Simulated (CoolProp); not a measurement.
Properties of octamethylcyclotetrasiloxane (D4) along the isobar 1.47 MPa (Tc = 586.5 K, pc = 1.347 MPa, ω = 0.598).

Model: reference Helmholtz-energy equation of state, Thol 2015, in CoolProp.

| T (K) | phase | Z | cp (kJ/(kg K)) | Joule-Thomson coefficient (K/MPa) |
|---|---|---|---|---|
| 543.4 | liquid | 0.1564 | 2.271 | 0.6949 |
| 550.4 | liquid | 0.1586 | 2.308 | 0.8997 |
| 557.3 | liquid | ? | 2.351 | 1.178 |
| 564.3 | liquid | 0.1652 | 2.410 | ? |
| 571.3 | liquid | 0.1705 | 2.496 | 2.267 |
| 578.2 | liquid | 0.1785 | 2.648 | 3.538 |
| 585.2 | liquid | 0.1937 | 3.075 | 7.094 |
| 592.1 | supercritical | 0.2806 | ? | 33.29 |
| 599.1 | supercritical | 0.4495 | 3.184 | ? |
| 606.1 | supercritical | ? | 2.641 | 20.97 |
| 613 | supercritical | 0.5663 | 2.463 | 17.20 |
| 620 | supercritical | 0.6033 | 2.374 | 14.73 |

Problem. Complete the blanks.

Solution. 
- 557.3, Z: 0.1614
- 564.3, Joule-Thomson coefficient (K/MPa): 1.593
- 592.1, cp (kJ/(kg K)): 7.907
- 599.1, Joule-Thomson coefficient (K/MPa): 28.11
- 606.1, Z: 0.5194

The peak of cp marks the crossing from liquid-like to gas-like fluid above the critical point.
